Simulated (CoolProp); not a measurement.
A simple Rankine cycle with R227EA: condensing at 289.15 K, boiler at 1.3 MPa, turbine inlet 339.4 K, turbine efficiency 0.75, pump efficiency 0.8, no recuperator. Each further row changes one setting.

Model: reference Helmholtz-energy equation of state, Lemmon 2016, in CoolProp.

```csv
case,thermal efficiency (%),net work (kJ/kg),heat in (kJ/kg),turbine exit temperature (K),volume ratio over the turbine
as stated,[?],12.2,146,308.7,4.40
turbine inlet 359.4 K,8.2,13.8,167,[?],[?]
condensing temperature 281.15 K,9.6,[?],155,[?],5.79
boiler pressure 0.91 MPa,6.4,9.81,153,319.6,2.81
turbine efficiency 0.65,7.2,[?],146,310.7,4.44
```

Q: Fill in the missing entries.

A: 
- as stated, thermal efficiency (%): 8.4
- turbine inlet 359.4 K, turbine exit temperature (K): 331.5
- turbine inlet 359.4 K, volume ratio over the turbine: 4.14
- condensing temperature 281.15 K, net work (kJ/kg): 14.9
- condensing temperature 281.15 K, turbine exit temperature (K): 304.1
- turbine efficiency 0.65, net work (kJ/kg): 10.4
